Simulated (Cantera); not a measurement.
An isothermal, constant-pressure homogeneous reactor starts with 6.10 % C2H4, 93.9 % H2, at 1750 K and 13300 Pa.

Detailed kinetics in Cantera: GRI-Mech 3.0 (53 species, 325 reactions). GRI-Mech 3.0 was tuned for natural gas; its chemistry of ethylene as a main component is partial and can be far from experiment. GRI-Mech 3.0 stops at C3 and has no aromatics, soot or wall deposition, so with more carbon than oxygen in the feed, carbon stays in small species such as C2H2 where larger ones or solid carbon would form.

x: mole fraction; the columns are a selection and need not sum to one.

```csv
t (s),x C2H4,x H2,x H,x C2H,x CH4,x CH3,x CH2
2.00e-5,0.0608,0.939,1.07e-6,1.63e-12,8.02e-10,4.64e-10,6.92e-11
6.46e-5,0.0603,0.939,3.51e-6,1.73e-11,1.57e-8,2.56e-9,2.88e-10
0.000209,0.0587,0.939,1.14e-5,1.87e-10,2.59e-7,1.29e-8,9.77e-10
0.000674,0.0529,0.939,3.59e-5,2.06e-9,3.64e-6,5.27e-8,2.83e-9
0.00218,0.0337,0.940,8.10e-5,1.56e-8,2.91e-5,1.33e-7,4.10e-9
0.00704,0.00524,0.942,0.000143,5.62e-8,8.16e-5,2.76e-7,1.17e-9
0.0227,0.000242,0.942,0.000481,2.06e-7,0.000102,1.06e-6,7.60e-10
0.0734,0.000238,0.942,0.000626,2.67e-7,0.000168,2.26e-6,1.84e-9
0.237,0.000237,0.942,0.000626,2.67e-7,?,?,?
0.767,0.000236,0.941,0.000625,2.65e-7,0.00105,1.40e-5,1.02e-8
2.48,0.000234,0.941,0.000623,2.62e-7,?,?,?
8.00,0.000234,0.940,0.000622,2.61e-7,0.00244,3.26e-5,2.33e-8
```

### Question
Some entries are withheld; supply them.

### Answer

- 0.237, x CH4: 0.000390
- 0.237, x CH3: 5.25e-6
- 0.237, x CH2: 3.98e-9
- 2.48, x CH4: 0.00216
- 2.48, x CH3: 2.90e-5
- 2.48, x CH2: 2.07e-8
